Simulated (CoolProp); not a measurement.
The numbers come from the reference Helmholtz-energy equation of state, Bücker 2006 in CoolProp.

Problem. For ethane, give the phase and the cp (kJ/(kg K)), cv (kJ/(kg K)) at -12.55 °C and 8120 kPa.

Solution. 
- -12.55 °C and 8120 kPa: liquid; cp 2.87, cv 1.56
